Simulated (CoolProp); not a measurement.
Computed with CoolProp (reference Helmholtz-energy equation of state, Akasaka 2022).

Task: Give the vapour pressure (MPa), liquid density (kg/m³), vapour density (kg/m³), liquid cp (kJ/(kg K)) of saturated R1233zd(E) at 238.8, 251.9, 271.6 K.

Result: 
```
T (K)  p (MPa)  liquid density (kg/m³)  vapour density (kg/m³)  liquid cp (kJ/(kg K))
-----  -------  ----------------------  ----------------------  ---------------------
238.8  0.00828                    1400                   0.548                   1.08
251.9   0.0174                    1370                    1.10                   1.10
271.6   0.0453                    1320                    2.68                   1.13
```
